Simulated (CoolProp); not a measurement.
Model: reference Helmholtz-energy equation of state, Gao 2016, in CoolProp.

Problem. Give the vapour pressure (bar), liquid density (kg/m³), vapour density (kg/m³), enthalpy of vaporisation (kJ/kg) of saturated sulfur dioxide at 279.9, 282.9, 303.8 K.

Solution. 
```
T (K)  p (bar)  liquid density (kg/m³)  vapour density (kg/m³)  enthalpy of vaporisation (kJ/kg)
-----  -------  ----------------------  ----------------------  --------------------------------
279.9     2.03                    1420                    5.86                               374
282.9     2.28                    1410                    6.53                               371
303.8     4.72                    1350                    13.0                               350
```
